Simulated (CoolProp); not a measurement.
A simple Rankine cycle with isobutane: condensing at 313.15 K, boiler at 2.27 MPa, turbine inlet 395.5 K, turbine efficiency 0.85, pump efficiency 0.8, no recuperator. Each further row changes one setting.

Computed with CoolProp (reference Helmholtz-energy equation of state, Bücker 2006).

```json
[
 {"case": "as stated", "thermal efficiency (%)": "11.5", "net work (kJ/kg)": "49.0", "heat in (kJ/kg)": "427", "turbine exit temperature (K)": "347.0", "volume ratio over the turbine": "4.89"},
 {"case": "turbine inlet 415.5 K", "thermal efficiency (%)": "11.4", "net work (kJ/kg)": "54.8", "heat in (kJ/kg)": "480", "turbine exit temperature (K)": "370.4", "volume ratio over the turbine": "4.64"},
 {"case": "condensing temperature 305.15 K", "thermal efficiency (%)": "12.8", "net work (kJ/kg)": "57.0", "heat in (kJ/kg)": "447", "turbine exit temperature (K)": "341.3", "volume ratio over the turbine": "6.07"},
 {"case": "boiler pressure 1.59 MPa", "thermal efficiency (%)": "9.2", "net work (kJ/kg)": "41.3", "heat in (kJ/kg)": "451", "turbine exit temperature (K)": "362.8", "volume ratio over the turbine": "3.13"},
 {"case": "turbine efficiency 0.75", "thermal efficiency (%)": "10.0", "net work (kJ/kg)": "42.8", "heat in (kJ/kg)": "427", "turbine exit temperature (K)": "350.1", "volume ratio over the turbine": "4.95"}
]
```
